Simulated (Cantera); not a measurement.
A perfectly stirred reactor is fed with 2.66 % CH3OH, 0.209 % O2, 95.1 % N2, 2.00 % H2, at 1.00 atm; it is held at 1500 K, and followed from long to short residence time.

Detailed kinetics in Cantera: GRI-Mech 3.0 (53 species, 325 reactions). GRI-Mech 3.0 was tuned for natural gas; its chemistry of methanol as a main component is partial and can be far from experiment.

Question: Predict: x(CH3OH) at τ = 2.90 s; x(O2) at τ = 2.90 s; x(H) at τ = 2.90 s; x(CH2CO) at τ = 2.90 s; x(CH3OH) at τ = 30.0 ms; x(O2) at τ = 30.0 ms; x(H) at τ = 30.0 ms; x(CH2CO) at τ = 30.0 ms.

Answer: 
| Quantity | Result |
|---|---|
| x(CH3OH) at τ = 2.90 s | 4.28e-6 |
| x(O2) at τ = 2.90 s | 9.21e-6 |
| x(H) at τ = 2.90 s | 1.35e-5 |
| x(CH2CO) at τ = 2.90 s | 1.64e-8 |
| x(CH3OH) at τ = 30.0 ms | 7.35e-5 |
| x(O2) at τ = 30.0 ms | 0.000130 |
| x(H) at τ = 30.0 ms | 7.63e-5 |
| x(CH2CO) at τ = 30.0 ms | 1.20e-7 |
